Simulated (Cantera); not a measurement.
## Counterflow diffusion flame

A counterflow diffusion flame at 1.68 atm, nozzles 20 mm apart: fuel side CH4 : CO = 1 : 1.3 (molar parts) at 400 K, oxidiser side O2 : N2 = 0.18 : 0.82 (molar parts) at 725 K, fuel mass flux 1 times the oxidiser's; mixture-averaged transport, no radiation.

Computed with Cantera and GRI-Mech 3.0 (53 species, 325 reactions). GRI-Mech 3.0 has no aromatics or soot, which form on the fuel side of real flames. The maximum strain rate includes the flame's own expansion and is several times the mean.

| oxidiser flux (kg/m²/s) | max strain (1/s) | mean strain (1/s) | T max (K) | peak x OH | peak x H | peak x NO | peak x CO | peak x C2H2 |
|---|---|---|---|---|---|---|---|---|
| 0.42 | 185 | 43.9 | 2145 | 0.00620 | 0.00293 | 0.000277 | 0.565 | 0.00871 |
| 0.56 | 242 | 58.6 | 2130 | 0.00627 | 0.00310 | 0.000261 | 0.565 | 0.00811 |
| 0.75 | 317 | 78.4 | 2118 | 0.00635 | 0.00329 | 0.000246 | 0.565 | 0.00755 |
| 1 | 415 | 105 | 2106 | 0.00639 | 0.00348 | 0.000230 | 0.565 | 0.00705 |
| 1.3 | 532 | 136 | 2094 | 0.00641 | 0.00366 | 0.000213 | 0.565 | 0.00665 |
| 1.8 | 723 | 188 | 2078 | 0.00640 | 0.00387 | 0.000190 | 0.565 | 0.00619 |
| 2.3 | 913 | 241 | 2064 | 0.00633 | 0.00400 | 0.000171 | 0.565 | 0.00583 |
| 3.1 | 1210 | 324 | 2044 | 0.00620 | 0.00414 | 0.000145 | 0.565 | 0.00535 |
| 4.1 | 1580 | 429 | 2023 | 0.00601 | 0.00423 | 0.000120 | 0.565 | 0.00485 |
x: mole fraction; the columns are a selection and need not sum to one.
